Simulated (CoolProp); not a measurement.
The numbers come from the reference Helmholtz-energy equation of state, Tillner-Roth 1997 in CoolProp.

For CH2F2 (R32), give the phase and the speed of sound (m/s), viscosity (µPa s), conductivity (mW/(m K)) at 160.15 °C and 1980 kPa.


- 160.15 °C and 1980 kPa: gas; speed of sound 275, viscosity 19.2, conductivity 29.0

Viscosity comes from a separate model (Bell 2016), an estimate that may be off by 10 % or more. Thermal conductivity comes from a separate model (Huber 2003), an estimate that may be off by 10 % or more.
